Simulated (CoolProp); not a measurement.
A single-stage vapour-compression cycle with fluoroethane (R161): evaporating at 219.15 K (dew point), condensing at 270.15 K (bubble point), superheat 10 K, subcooling 5 K, compressor efficiency 0.7, no pressure losses. Each further row changes one setting.

Computed with CoolProp (reference Helmholtz-energy equation of state, Wu 2012).

| case | cooling COP | pressure ratio | discharge temperature (K) | refrigerating effect (kJ/kg) | volumetric capacity (kJ/m³) |
|---|---|---|---|---|---|
| as stated | 2.52 | 8.86 | 351.1 | 361 | 412 |
| evaporating temperature 224.15 K | ___ | 6.81 | 342.1 | ___ | 534 |
| condensing temperature 265.15 K | 2.85 | 7.46 | ___ | 371 | 424 |
| subcooling 10 K | 2.59 | 8.86 | 351.1 | 371 | 424 |
| superheat 20 K | 2.49 | 8.86 | 362.6 | 371 | ___ |
| compressor efficiency 0.6 | ___ | 8.86 | 367.4 | 361 | 412 |

Task: Some entries are withheld; supply them.

Result: 
- evaporating temperature 224.15 K, cooling COP: 2.91
- evaporating temperature 224.15 K, refrigerating effect (kJ/kg): 365
- condensing temperature 265.15 K, discharge temperature (K): 341.3
- superheat 20 K, volumetric capacity (kJ/m³): 406
- compressor efficiency 0.6, cooling COP: 2.16
